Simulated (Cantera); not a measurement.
Cantera run:

```python
import numpy as np
import cantera as ct

gas_names = """
    TiO O2 CO2
""".split()
cond_names = """
    Ti2O3(a) Ti2O3(b) Ti2O3(L) Ti3O5(a) Ti3O5(b) Ti3O5(L) TiC(s) TiC(L)
""".split()


def load(file, names, dense=False):
    # The tables refer to 1 bar. Condensed volumes are neglected.
    table = {s.name: s for s in ct.Species.list_from_file(file)}
    out = []
    for n in names:
        d = dict(table[n].input_data)
        d["thermo"] = dict(d["thermo"], **{"reference-pressure": 1e5})
        if dense:
            d["equation-of-state"] = {"model": "constant-volume", "density": "1e6 g/cm^3"}
        out.append(ct.Species.from_dict(d))
    return out


species = {s.name: s for s in load("nasa_gas.yaml", gas_names) + load("nasa_condensed.yaml", cond_names)}
# Each term lists the table entries of one substance; the one whose range holds T is used.
reactions = {
    '2 Ti2O3 = 4 TiO(g) + O2(g)':
        [(-2, ['Ti2O3(a)', 'Ti2O3(b)', 'Ti2O3(L)']), (4, ['TiO']), (1, ['O2'])],
    '2 CO2(g) + 11 TiO(g) = 3 Ti3O5 + 2 TiC':
        [(-2, ['CO2']), (-11, ['TiO']), (3, ['Ti3O5(a)', 'Ti3O5(b)', 'Ti3O5(L)']), (2, ['TiC(s)', 'TiC(L)'])],
}


def pick(names, T):
    return next(species[n] for n in names if species[n].thermo.min_temp <= T <= species[n].thermo.max_temp)


results = []
for label, terms in reactions.items():
    print(label)
    print("     T/K   dH/kJ  dS/(J/K)   dG/kJ   log10 K")
    for T in [2750, 2800, 2850, 2900, 2950, 3000]:
        used = [(nu, pick(names, T)) for nu, names in terms]
        dH = sum(nu * s.thermo.h(T) for nu, s in used) / 1e6
        dS = sum(nu * s.thermo.s(T) for nu, s in used) / 1e3
        dG = dH - T * dS / 1e3
        logK = -dG * 1e6 / (ct.gas_constant * T * np.log(10))
        results.append((label, T, dH, dS, dG, logK, [s.name for _, s in used]))
        print(f"{T:8g} {dH:8.1f} {dS:8.1f} {dG:8.1f} {logK:8.2f}")
```

It prints:

```
2 Ti2O3 = 4 TiO(g) + O2(g)
     T/K   dH/kJ  dS/(J/K)   dG/kJ   log10 K
    2750   2784.3    663.2    960.4   -18.24
    2800   2778.5    661.2    927.3   -17.30
    2850   2772.8    659.1    894.3   -16.39
    2900   2767.1    657.2    861.4   -15.51
    2950   2761.5    655.2    828.6   -14.67
    3000   2755.8    653.3    795.9   -13.86
2 CO2(g) + 11 TiO(g) = 3 Ti3O5 + 2 TiC
     T/K   dH/kJ  dS/(J/K)   dG/kJ   log10 K
    2750  -6323.2  -1710.6  -1619.0    30.75
    2800  -6304.4  -1703.8  -1533.7    28.61
    2850  -6285.7  -1697.2  -1448.7    26.55
    2900  -6266.9  -1690.7  -1364.0    24.57
    2950  -6248.2  -1684.3  -1279.6    22.66
    3000  -6229.4  -1678.0  -1195.5    20.82
```

Source: NASA polynomial tables (part measured, part estimated), evaluated in Cantera. TiC: taken at fixed stoichiometry. Condensed species are held in their standard states even where they would react or evaporate.
